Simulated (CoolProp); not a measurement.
Dimethyl carbonate at 298.15 K and 0.275 MPa is throttled through a valve to 0.117 MPa with no heat exchange. Each further row changes one setting.

Computed with CoolProp (reference Helmholtz-energy equation of state, Zhou 2011).

```json
[
 {"case": "as stated", "temperature change (K)": "+0.1"},
 {"case": "outlet pressure 0.0351 MPa", "temperature change (K)": "+0.1"},
 {"case": "outlet pressure 0.152 MPa", "temperature change (K)": "+0.0"}
]
```
